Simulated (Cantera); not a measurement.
**Equilibrium for titanium nitride, carbide and oxide coatings: Ti(OiPr)₄ + C₃H₈ + H₂**

A closed system holds: 1 mol Ti(OiPr)₄, 1.5 mol C₃H₈, 3 mol H₂, equilibrated at 10.0 mbar.

Method: chemical equilibrium by Gibbs-energy minimisation in Cantera with the NASA 1993 tables (ideal gas, pure condensed phases). Candidate condensed phases: C, C₆H₆, C₇H₈, C₈H₁₈, H₂O, Ti, TiC, TiO, TiO₂, Ti₂O₃, Ti₃O₅, Ti₄O₇; 113 gas species. The feed counts by its element totals alone. TiC: taken at fixed stoichiometry. Condensed phases not in the tables: Magnéli phases beyond Ti₄O₇. Equilibrium is a limit: real reactors are often held back by kinetics, nucleation or transport.

```tsv
T (K)	x H₂	x CO	x H	x CH₄	n C(graphite)	n TiO₂(rutile)	n Ti₄O₇(s)	n TiC(s)
1023	0.919	0.0798	3.97e-8	0.000634	14.5	1.00	0	0
1123	0.911	0.0891	4.06e-7	0.000243	14.2	0	0.250	0
1223	0.852	0.148	2.77e-6	9.67e-5	11.5	0	0	1.00
1323	0.852	0.148	1.46e-5	4.93e-5	11.5	0	0	1.00
1423	0.852	0.148	6.13e-5	2.76e-5	11.5	0	0	1.00
1523	0.852	0.148	0.000213	1.67e-5	11.5	0	0	1.00
1623	0.851	0.148	0.000638	1.07e-5	11.5	0	0	1.00
1723	0.850	0.148	0.00168	7.27e-6	11.5	0	0	1.00
1823	0.848	0.148	0.00399	5.13e-6	11.5	0	0	1.00
1923	0.843	0.148	0.00865	3.74e-6	11.5	0	0	1.00
```
x: gas mole fraction; n: condensed amount in mol.

At 1023 K the condensed part is C(graphite) + TiO₂(rutile). At 1123 K the condensed part is C(graphite) + Ti₄O₇(s). From 1223 K to 1923 K the condensed part is C(graphite) + TiC(s).
